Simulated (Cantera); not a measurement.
What does this Cantera script print?

```python
import numpy as np
import cantera as ct

gas_names = """
    C CH CH2 CH3 CH2OH CH3O CH4 CH3OH CO CO2 COOH C2 C2H CHCO,ketyl C2H2,acetylene C2H2,vinylidene
    CH2CO,ketene C2H3,vinyl CH3CO,acetyl C2H4 C2H4O,ethylen CH3CHO,ethanal CH3COOH (HCOOH)2 C2H5 C2H6
    CH3OCH3 C2H5OH C2O C3 C3H3,propargyl C3H4,allene C3H4,propyne C3H4,cyclo- C3H5,allyl C3H6,propylene
    C3H6,cyclo- C3H6O C3H7,n-propyl C3H7,i-propyl C3H8 C3H8O,1propanol C3H8O,2propanol C3O2 C4 C4H2
    C4H4,1,3-cyclo- C4H6,butadiene C4H6,2-butyne C4H6,cyclo- C4H8,1-butene C4H8,cis2-buten
    C4H8,tr2-butene C4H8,isobutene C4H8,cyclo- (CH3COOH)2 C4H9,n-butyl C4H9,i-butyl C4H9,s-butyl
    C4H9,t-butyl C4H10,isobutane C4H10,n-butane C5 C5H6,1,3cyclo- C5H8,cyclo- C5H10,1-pentene
    C5H10,cyclo- C5H11,pentyl C5H11,t-pentyl C5H12,n-pentane C5H12,i-pentane CH3C(CH3)2CH3 C6H2
    C6H5,phenyl C6H5O,phenoxy C6H6 C6H5OH,phenol C6H10,cyclo- C6H12,1-hexene C6H12,cyclo- C6H13,n-hexyl
    C7H7,benzyl C7H8 C7H8O,cresol C7H14,1-heptene C7H15,n-heptyl C7H16,n-heptane C8H8,styrene
    C8H10,ethylbenz C8H16,1-octene C8H17,n-octyl C8H18,isooctane C8H18,n-octane C9H19,n-nonyl
    C10H8,naphthale C10H21,n-decyl C12H9,o-bipheny C12H10,bipheny H HCO HO2 H2 HCHO,formaldehy HCOOH H2O
    H2O2 O OH O2 O3 Ta TaO TaO2
""".split()
cond_names = """
    C(gr) C6H6(L) C7H8(L) C8H18(L),n-octa H2O(s) H2O(L) Ta(cr) Ta(L) TaC(s) TaC(L) Ta2O5(s) Ta2O5(L)
""".split()


def load(file, names, dense=False):
    # The tables refer to 1 bar. Condensed volumes are neglected.
    table = {s.name: s for s in ct.Species.list_from_file(file)}
    out = []
    for n in names:
        d = dict(table[n].input_data)
        d["thermo"] = dict(d["thermo"], **{"reference-pressure": 1e5})
        if dense:
            d["equation-of-state"] = {"model": "constant-volume", "density": "1e6 g/cm^3"}
        out.append(ct.Species.from_dict(d))
    return out


gas = ct.Solution(thermo="ideal-gas", species=load("nasa_gas.yaml", gas_names))
cond = {s.name: ct.Solution(thermo="fixed-stoichiometry", species=[s], name=s.name)
        for s in load("nasa_condensed.yaml", cond_names, dense=True)}
atoms = {
    'Ta(OEt)5': {'Ta': 1, 'C': 10, 'H': 25, 'O': 5},
    'CO2': {'C': 1, 'O': 2},
}
top_T = {'C(gr)': 4500}  # K; cautious upper limits of use, not melting points


def equilibrate(T, P, feed):
    n = {}
    for name, mol in feed.items():
        for a, k in atoms[name].items():
            n[a] = n.get(a, 0.0) + k * mol
    gas.TPX = T, P, n
    mass = sum(n.values()) * gas.mean_molecular_weight
    gas.equilibrate("TP")
    valid = [c for c in cond.values() if c.min_temp <= T <= top_T.get(c.name, c.max_temp)]
    mix = ct.Mixture([(gas, mass / gas.mean_molecular_weight)] + [(c, 0.0) for c in valid])
    mix.T, mix.P = T, P
    mix.equilibrate("TP", solver="vcs", rtol=1e-11, max_steps=5000)
    return mix


results = []
T = 2348.15  # K
P = 100000  # Pa
for m in [0.73, 0.87, 1, 1.2, 1.5, 1.7, 2.1, 2.4, 2.9, 3.5, 4.1, 4.9, 5.8]:
    feed = {'Ta(OEt)5': 1, 'CO2': m}  # mol
    mix = equilibrate(T, P, feed)
    results.append((T, P, feed, dict(zip(mix.species_names, mix.species_moles))))

top = {s: max(r[3][s] / sum(r[3][g] for g in gas_names) for r in results) for s in gas_names}
cols = sorted((s for s in top if top[s] > 1e-06), key=lambda s: -top[s])[:5]
seen = [c for c in cond_names if any(r[3].get(c, 0) > 1e-12 for r in results)]
print("log10 of partial pressures in bar; condensed amounts in mol")
print(f"{'n(CO2)':>10s}" + "".join(f"{s[:9]:>10s}" for s in cols + seen))
for T, P, feed, n in results:
    ng = sum(n[g] for g in gas_names)
    print(f"{feed['CO2']:10.4g}" + "".join(f"{np.log10(max(n[s] / ng * P / 1e5, 1e-99)):10.3f}" for s in cols)
          + "".join(f"{n.get(c, 0):10.4g}" for c in seen))
```

Result:

```
log10 of partial pressures in bar; condensed amounts in mol
    n(CO2)        H2        CO         H       H2O C2H2,acet     C(gr)    TaC(s)  Ta2O5(L)
      0.73    -0.189    -0.470    -2.002    -5.098    -2.451     3.132         1         0
      0.87    -0.195    -0.458    -2.006    -5.092    -2.457     2.992         1         0
         1    -0.201    -0.447    -2.009    -5.088    -2.463     2.862         1         0
       1.2    -0.210    -0.432    -2.013    -5.081    -2.472     2.662         1         0
       1.5    -0.223    -0.411    -2.019    -5.073    -2.485     2.363         1         0
       1.7    -0.231    -0.398    -2.024    -5.069    -2.493     2.163         1         0
       2.1    -0.248    -0.375    -2.032    -5.062    -2.510     1.763         1         0
       2.4    -0.259    -0.359    -2.038    -5.058    -2.522     1.463         1         0
       2.9    -0.279    -0.336    -2.047    -5.054    -2.541    0.9628         1         0
       3.5    -0.300    -0.312    -2.058    -5.052    -2.562     0.363         1         0
       4.1    -0.320    -0.293    -2.068    -2.503    -7.682         0    0.9986         0
       4.9    -0.338    -0.278    -2.077    -2.408    -7.894         0    0.7782    0.1094
       5.8    -0.356    -0.262    -2.086    -2.422    -7.891         0    0.5219    0.2375
```

These are equilibrium values from Cantera (NASA tables, ideal gas, pure condensed phases), not measurements of a reactor. The feed counts by its element totals alone. Mutual solubility and eutectic melting of coexisting phases are not modelled. TaC: taken at fixed stoichiometry. Condensed phases not in the tables: Ta2C.
